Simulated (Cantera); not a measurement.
Charge: 1 mol Si₂H₆, 1.4 mol NO, held at 427 °C and 0.00160 bar.

Method: chemical equilibrium by Gibbs-energy minimisation in Cantera with the NASA 1993 tables (ideal gas, pure condensed phases). Candidate condensed phases: H₂O, Si, SiO₂, Si₂N₂O, Si₃N₄; 35 gas species. The feed counts by its element totals alone. Equilibrium is a limit: real reactors are often held back by kinetics, nucleation or transport.

Base state: H₂ 1.00 (mole fractions); condensed: Si(s) + SiO₂(α-quartz) + Si₂N₂O(s).

Question: What changes in the equilibrium state with this change: temperature from 427 °C to 1627 °C?

Answer: 
```
species              before     after
-------------------  ------  --------
H₂                     1.00     0.571
SiO                   <1e-9     0.270
N₂                    <1e-9     0.135
H                     <1e-9    0.0150
Si                    <1e-9   0.00788
SiH                   <1e-9  0.000207
Si₂                   <1e-9   6.33e-5
Si₂N                  <1e-9   5.61e-5
Si(s), mol            0.250         0
SiO₂(α-quartz), mol   0.350         0
Si₂N₂O(s), mol        0.700         0
Si(l), mol                0     0.556
```
The tables' values for SiN are old estimates; treat these amounts as uncertain. Gases not in the tables: Si₂H₆ and higher silanes.
